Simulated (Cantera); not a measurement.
Feed: 1 mol SiF4, 1.3 mol N2, 14 mol H2, at 1400 K and 0.100 bar.

These are equilibrium values from Cantera (NASA tables, ideal gas, pure condensed phases), not measurements of a reactor. Candidate condensed phases: Si, Si3N4; 37 gas species. The tables' values for SiF3, SiF2 are old estimates; treat these amounts as uncertain. Rates play no part.

Base state: H2 0.854, N2 0.0796, SiF4 0.0564, HF 0.00499, SiF3 0.00255, SiHF3 0.00219, SiF2 7.95e-5, SiH2F2 3.97e-5 (mole fractions); condensed: gas only.

Problem. What changes in the equilibrium state with this change: pressure from 0.100 bar to 1.70 mbar?

Solution. 
```
species   before     after
-------  -------  --------
H2         0.854     0.849
N2        0.0796    0.0794
SiF4      0.0564    0.0511
HF       0.00499    0.0108
SiF3     0.00255   0.00814
SiF2     7.95e-5  0.000890
H        1.42e-5  0.000109
SiH2F2   3.97e-5   7.52e-6
SiHF3    0.00219  0.000908
```
